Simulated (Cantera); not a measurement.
Input: 1 mol C2F6, 0.036 mol F2, held at 3298.15 K and 0.00133 bar.

Equilibrium computed with Cantera from the NASA thermochemical tables; the gas is ideal and each condensed phase is pure. Candidate condensed phases: C; 13 gas species. The feed counts by its element totals alone. Rates play no part.

### Question
What is the equilibrium state?

### Answer
```json
{
 "x(F)": "0.811",
 "x(C)": "0.102",
 "x(C3)": "0.0351",
 "x(CF)": "0.0333",
 "x(C2)": "0.0186",
 "x(CF2)": "0.000282",
 "x(C5)": "6.03e-5",
 "x(C4)": "5.25e-5",
 "gas_amount": "7.188 mol",
 "log10 activity of C(graphite) (absent)": "-0.69"
}
```
